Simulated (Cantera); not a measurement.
## Al(CH3)3 + H2O + N2 (aluminium nitride and oxide growth)

A closed system holds: 1 mol Al(CH3)3, 0.53 mol H2O, 20 mol N2, equilibrated at 2200 K.

Equilibrium computed with Cantera from the NASA thermochemical tables; the gas is ideal and each condensed phase is pure. Candidate condensed phases: Al, AlN, Al2O3, C, C6H6, C7H8, C8H18, H2O; 148 gas species. The feed counts by its element totals alone. The numbers say what is thermodynamically allowed, not how fast it happens.

From 10.0 Pa to 72.0 mbar the condensed part is C(graphite). From 0.270 bar to 1.00 bar the condensed part is AlN(s) + C(graphite). The main Al-bearing gas is Al throughout.

```csv
P (Pa),x N2,x H2,x H,x Al,x CO,x HCN,x HNC,x AlH,n C(graphite),n AlN(s)
10,0.686,0.0866,0.166,0.0345,0.0183,0.00734,0.000580,1.90e-5,2.21,0
37,0.709,0.123,0.103,0.0357,0.0189,0.00890,0.000703,4.52e-5,2.17,0
140,0.726,0.149,0.0581,0.0365,0.0194,0.00991,0.000783,9.88e-5,2.15,0
520,0.735,0.164,0.0317,0.0369,0.0196,0.0105,0.000828,0.000202,2.14,0
1900,0.741,0.173,0.0170,0.0369,0.0198,0.0108,0.000852,0.000397,2.13,0
7200,0.744,0.177,0.00884,0.0366,0.0198,0.0110,0.000865,0.000777,2.13,0
27000,0.767,0.189,0.00472,0.00522,0.0209,0.0115,0.000907,0.000221,2.13,0.861
100000,0.770,0.192,0.00247,0.000730,0.0211,0.0116,0.000916,6.01e-5,2.13,0.980
```
x: gas mole fraction; n: condensed amount in mol.
